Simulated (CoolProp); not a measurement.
Properties of R143a along the isobar 1280 kPa.

Model: reference Helmholtz-energy equation of state, Lemmon and Jacobsen 2000, in CoolProp.

```csv
T (°C),phase,cp (kJ/(kg K)),cv (kJ/(kg K)),speed of sound (m/s),viscosity (µPa s),Prandtl number
56.15,gas,1.184,0.9584,165.2,12.8,0.802
64.65,gas,1.172,0.9649,169.7,13.1,0.781
73.05,gas,1.166,0.9731,173.9,13.4,0.765
81.55,gas,1.164,?,177.8,13.7,0.750
90.05,gas,1.166,0.9930,181.5,14.0,0.738
98.55,gas,1.169,1.004,185.0,14.3,0.727
107.05,gas,1.174,1.016,188.4,14.6,0.717
115.45,gas,1.181,1.028,191.6,14.9,?
123.95,gas,1.188,?,194.7,15.2,?
132.45,gas,1.197,1.052,197.7,15.5,0.692
140.95,gas,1.206,?,200.6,15.8,0.685
149.45,gas,1.215,1.077,203.4,?,0.679
157.85,gas,1.225,1.089,206.1,16.3,0.673
166.35,gas,1.235,1.101,208.8,16.6,0.667
```

Q: Some entries are withheld; supply them.

A: 
- 81.55, cv (kJ/(kg K)): 0.9826
- 115.45, Prandtl number: 0.708
- 123.95, cv (kJ/(kg K)): 1.040
- 123.95, Prandtl number: 0.700
- 140.95, cv (kJ/(kg K)): 1.064
- 149.45, viscosity (µPa s): 16.0

Viscosity comes from a separate model (Klein 1997), an estimate that may be off by 10 % or more. Thermal conductivity comes from a separate model (McLinden 2000), an estimate that may be off by 10 % or more.
